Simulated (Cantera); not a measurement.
# Ignition delay

Mixture: CH₄ : C₂H₆ : O₂ : N₂ = 1 : 0.031 : 1.76 : 23 (molar parts), at 101000 Pa, adiabatic and at constant volume. Ignition delay is the time to a rise of 400 K.

Detailed kinetics in Cantera: GRI-Mech 3.0 (53 species, 325 reactions).

| T0 (K) | delay (ms) |
|---|---|
| 1200 | 76.4 |
| 1300 | 20.4 |
| 1400 | 5.52 |
| 1500 | 1.62 |
| 1600 | 0.560 |
| 1700 | 0.241 |

* **apparent activation energy between 1500 and 1700 K**: 200 kJ/mol
